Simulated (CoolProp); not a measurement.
Vapour-liquid equilibrium of acetone (1) + benzene (2) at 0.0131 MPa; x and y are mole fractions of (1).

The numbers come from the multi-fluid Helmholtz-energy mixture model, Lemmon 2006 and Thol 2012; pair parameters Bell 2016 in CoolProp.

| x | bubble temperature, mixture model (K) | bubble temperature, Raoult's law (K) | y, mixture model | y, Raoult's law |
|---|---|---|---|---|
| 0.05 | 296.1 | 297.3 | 0.161 | 0.113 |
| 0.15 | 292.1 | 294.6 | 0.372 | 0.302 |
| 0.25 | 289.3 | 292.2 | 0.505 | 0.451 |
| 0.35 | 287.2 | 290.0 | 0.601 | 0.572 |
| 0.45 | 285.6 | 288.1 | 0.677 | 0.672 |
| 0.55 | 284.2 | 286.3 | 0.741 | 0.755 |
| 0.65 | 283.1 | 284.7 | 0.800 | 0.825 |
| 0.75 | 282.0 | 283.1 | 0.856 | 0.884 |
| 0.85 | 281.1 | 281.7 | 0.912 | 0.935 |
| 0.95 | 280.2 | 280.4 | 0.970 | 0.980 |

The largest gap from Raoult's law is -2.9 K in bubble temperature, at x = 0.25. No azeotrope shows between x = 0.05 and 0.95.

The pair parameters rest on a limited set of measurements; away from them the model extrapolates.
